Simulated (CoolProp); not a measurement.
Normal hydrogen along the isotherm 34.1 K: Z from the reference equation and from simpler models built on Tc = 33.1 K, pc = 12.96 bar, ω = -0.219; each cubic takes its own stable root.

Model: reference Helmholtz-energy equation of state, Leachman 2009, in CoolProp.

| p (bar) | phase | reference | van der Waals | Redlich-Kwong | Soave-Redlich-Kwong | Peng-Robinson |
|---|---|---|---|---|---|---|
| 6.48 | gas | 0.8287 | 0.8409 | 0.8241 | 0.8210 | 0.8034 |
| 13 | supercritical | 0.5471 | 0.5718 | 0.5552 | 0.5378 | 0.5074 |
| 19.4 | supercritical | 0.2864 | 0.3617 | 0.3156 | 0.3062 | 0.2773 |
| 25.9 | supercritical | 0.3457 | 0.4341 | 0.3644 | 0.3584 | 0.3232 |
| 32.4 | supercritical | 0.4095 | 0.5120 | 0.4219 | 0.4168 | 0.3752 |
| 38.9 | supercritical | 0.4732 | 0.5901 | 0.4803 | 0.4756 | 0.4279 |
| 45.4 | supercritical | 0.5360 | 0.6674 | 0.5383 | 0.5339 | 0.4800 |
| 51.9 | supercritical | 0.5978 | 0.7439 | 0.5956 | 0.5913 | 0.5315 |
| 58.3 | supercritical | 0.6578 | 0.8184 | 0.6512 | 0.6471 | 0.5816 |
| 64.8 | supercritical | 0.7179 | 0.8933 | 0.7070 | 0.7030 | 0.6318 |
